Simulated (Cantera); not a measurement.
A closed system holds: 1 mol SiHCl3, 0.15 mol Cl2, 100 mol N2, 0.0002 mol O2, at 473 Torr.

These are equilibrium values from Cantera (NASA tables, ideal gas, pure condensed phases), not measurements of a reactor. Candidate condensed phases: H2O, NH4Cl, Si, SiO2, Si2N2O, Si3N4; 47 gas species. Mutual solubility and eutectic melting of coexisting phases are not modelled. Rates play no part.

Task: Which condensed phases are stable at each of these points (T (K)): 1500, 1525, 1550, 1575, 1600, 1625, 1650, 1675, 1700?

Result: 
```json
[
 {"T (K)": "1500", "condensed phases": "Si2N2O(s) + Si3N4(s)", "Si condensed (%)": "30.2"},
 {"T (K)": "1525", "condensed phases": "Si2N2O(s) + Si3N4(s)", "Si condensed (%)": "27.1"},
 {"T (K)": "1550", "condensed phases": "Si2N2O(s) + Si3N4(s)", "Si condensed (%)": "23.4"},
 {"T (K)": "1575", "condensed phases": "Si2N2O(s) + Si3N4(s)", "Si condensed (%)": "19.1"},
 {"T (K)": "1600", "condensed phases": "Si2N2O(s) + Si3N4(s)", "Si condensed (%)": "14.4"},
 {"T (K)": "1625", "condensed phases": "Si2N2O(s) + Si3N4(s)", "Si condensed (%)": "9.4"},
 {"T (K)": "1650", "condensed phases": "Si2N2O(s) + Si3N4(s)", "Si condensed (%)": "4.4"},
 {"T (K)": "1675", "condensed phases": "gas only", "Si condensed (%)": "0.0"},
 {"T (K)": "1700", "condensed phases": "gas only", "Si condensed (%)": "0.0"}
]
```

From 1500 K to 1650 K the condensed part is Si2N2O(s) + Si3N4(s). From 1675 K to 1700 K nothing is condensed.
